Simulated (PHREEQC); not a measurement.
A solution holds 0.0031 mol HCl and 0.0019 mol ZnSO4 per kg of water, at 25 °C. Closed to the air; pH follows from the charge balance.

All values are PHREEQC results (ion-association model, phreeqc.dat), not measurements.

This is a speciation only: nothing precipitates in the calculation.

### Question
Order these Zn species by the share of Zn that they hold, largest first: Zn(SO4)2-2, ZnSO4, Zn+2, ZnCl+.

### Answer
Zn+2 (86 %), ZnSO4 (13 %), ZnCl+ (0.49 %), Zn(SO4)2-2 (0.15 %)

The pH is 2.58 and the ionic strength 0.00917 mol/kgw.
